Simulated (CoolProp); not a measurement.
Vapour-liquid equilibrium of toluene (1) + n-nonane (2) at 502.5 K; x and y are mole fractions of (1).

Values from CoolProp's multi-fluid Helmholtz-energy mixture model, Lemmon 2006 and Lemmon 2006; pair parameters Bell 2016.

| x | bubble pressure (kPa) | y at the bubble point | dew pressure at overall composition x (kPa) | liquid density (mol/L) |
|---|---|---|---|---|
| 0.05 | 595.3 | 0.097 | 576.6 | 4.188 |
| 0.2 | 707.7 | 0.331 | 640.8 | 4.458 |
| 0.35 | 816.3 | 0.507 | 718.2 | 4.767 |
| 0.5 | 919.2 | 0.646 | 811.6 | 5.124 |
| 0.65 | 1016 | 0.762 | 922.7 | 5.544 |
| 0.8 | 1108 | 0.867 | 1049 | 6.046 |
| 0.95 | 1196 | 0.967 | 1181 | 6.653 |

No azeotrope shows between x = 0.05 and 0.95.

Pair parameters are fitted to limited data, so mixtures are less certain than the pure fluids.
